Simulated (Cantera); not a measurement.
**Ignition delay**

Mixture: 1.47 % C3H8, 17.9 % O2, 80.6 % N2, at 760 Torr, adiabatic and at constant volume. Ignition delay is the time to a rise of 400 K.

Cantera simulation using GRI-Mech 3.0 (53 species, 325 reactions); the numbers are that mechanism's predictions, not measurements. GRI-Mech 3.0 was tuned for natural gas; its chemistry of propane as a main component is partial and can be far from experiment.

```tsv
T0 (K)	delay (ms)
1175	9.71
1225	3.47
1275	1.37
1325	0.597
1375	0.290
1425	0.156
```

apparent activation energy between 1325 and 1425 K: 210 kJ/mol
